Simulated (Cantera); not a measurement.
Feed: 1 mol c-C₄F₈, 0.017 mol Si, equilibrated at 0.133 bar.

Equilibrium computed with Cantera from the NASA thermochemical tables; the gas is ideal and each condensed phase is pure. Candidate condensed phases: C, Si, SiC; 23 gas species. The feed counts by its element totals alone. The tables' values for C₂F₄, SiF₃ are old estimates; treat these amounts as uncertain. Gases not in the tables: C₂F₆ and larger saturated fluorocarbons. Equilibrium is a limit: real reactors are often held back by kinetics, nucleation or transport.

log p: log10 of the partial pressure in bar; n: condensed amount in mol.

| T (K) | log p CF₄ | log p CF₂ | log p F | log p CF₃ | log p CF | n C(graphite) |
|---|---|---|---|---|---|---|
| 1998 | -0.90 | -2.41 | -3.18 | -3.22 | -5.52 | 1.99 |
| 2048 | -0.90 | -2.24 | -2.98 | -3.08 | -5.21 | 1.97 |
| 2098 | -0.92 | -2.08 | -2.79 | -2.95 | -4.92 | 1.95 |
| 2148 | -0.93 | -1.93 | -2.61 | -2.83 | -4.65 | 1.93 |
| 2198 | -0.96 | -1.79 | -2.44 | -2.73 | -4.39 | 1.89 |
| 2248 | -0.99 | ___ | ___ | ___ | ___ | 1.84 |
| 2298 | -1.03 | -1.54 | -2.13 | -2.55 | -3.91 | 1.78 |
| 2348 | -1.09 | -1.44 | -1.99 | -2.48 | -3.69 | 1.70 |
| 2398 | -1.16 | -1.34 | -1.86 | -2.43 | -3.49 | 1.61 |
| 2448 | -1.25 | -1.27 | -1.74 | -2.40 | -3.30 | 1.50 |
| 2498 | ___ | -1.21 | ___ | -2.40 | ___ | 1.38 |
| 2548 | -1.50 | -1.17 | -1.54 | -2.41 | -2.96 | 1.27 |
| 2598 | -1.67 | -1.15 | -1.46 | -2.45 | -2.82 | 1.18 |

Problem. Some entries are withheld; supply them.

Solution. 
- 2248, log p CF₂: -1.66
- 2248, log p F: -2.28
- 2248, log p CF₃: -2.63
- 2248, log p CF: -4.14
- 2498, log p CF₄: -1.36
- 2498, log p F: -1.64
- 2498, log p CF: -3.13
